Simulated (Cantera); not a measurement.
Si2Cl6 + NH3 + H2 (silicon nitride deposition)

Feed: 1 mol Si2Cl6, 8.7 mol NH3, 0.72 mol H2, held at 315 Torr.

Method: chemical equilibrium by Gibbs-energy minimisation in Cantera with the NASA 1993 tables (ideal gas, pure condensed phases). Candidate condensed phases: NH4Cl, Si, Si3N4; 28 gas species. The feed counts by its element totals alone. The tables' values for SiCl3, SiCl are old estimates; treat these amounts as uncertain. Gases not in the tables: Si2H6 and higher silanes. The numbers say what is thermodynamically allowed, not how fast it happens.

```json
[
 {"T (K)": "1548", "log p H2": "-0.63", "log p HCl": "-0.95", "log p N2": "-1.17", "log p SiCl2": "-2.59", "n Si3N4(s)": "0.582", "n Si(l)": "0"},
 {"T (K)": "1598", "log p H2": "-0.63", "log p HCl": "-0.97", "log p N2": "-1.16", "log p SiCl2": "-2.35", "n Si3N4(s)": "0.552", "n Si(l)": "0"},
 {"T (K)": "1648", "log p H2": "-0.62", "log p HCl": "-0.99", "log p N2": "-1.16", "log p SiCl2": "-2.15", "n Si3N4(s)": "0.511", "n Si(l)": "0"},
 {"T (K)": "1698", "log p H2": "-0.62", "log p HCl": "-1.02", "log p N2": "-1.14", "log p SiCl2": "-1.98", "n Si3N4(s)": "0.458", "n Si(l)": "0"},
 {"T (K)": "1748", "log p H2": "-0.62", "log p HCl": "-1.05", "log p N2": "-1.13", "log p SiCl2": "-1.84", "n Si3N4(s)": "0.397", "n Si(l)": "0"},
 {"T (K)": "1798", "log p H2": "-0.61", "log p HCl": "-1.10", "log p N2": "-1.12", "log p SiCl2": "-1.72", "n Si3N4(s)": "0.330", "n Si(l)": "0"},
 {"T (K)": "1848", "log p H2": "-0.61", "log p HCl": "-1.15", "log p N2": "-1.11", "log p SiCl2": "-1.64", "n Si3N4(s)": "0.262", "n Si(l)": "0"},
 {"T (K)": "1898", "log p H2": "-0.61", "log p HCl": "-1.20", "log p N2": "-1.10", "log p SiCl2": "-1.56", "n Si3N4(s)": "0.195", "n Si(l)": "0"},
 {"T (K)": "1948", "log p H2": "-0.60", "log p HCl": "-1.26", "log p N2": "-1.08", "log p SiCl2": "-1.51", "n Si3N4(s)": "0.132", "n Si(l)": "0"},
 {"T (K)": "1998", "log p H2": "-0.61", "log p HCl": "-1.25", "log p N2": "-1.06", "log p SiCl2": "-1.52", "n Si3N4(s)": "0", "n Si(l)": "0.418"}
]
```
log p: log10 of the partial pressure in bar; n: condensed amount in mol.

From 1548 K to 1948 K the condensed part is Si3N4(s). At 1998 K the condensed part is Si(l). The main Si-bearing gas is SiCl2 throughout. The share of Si in condensed phases is highest at 1548 K (87.3 %) and lowest at 1948 K (19.8 %).
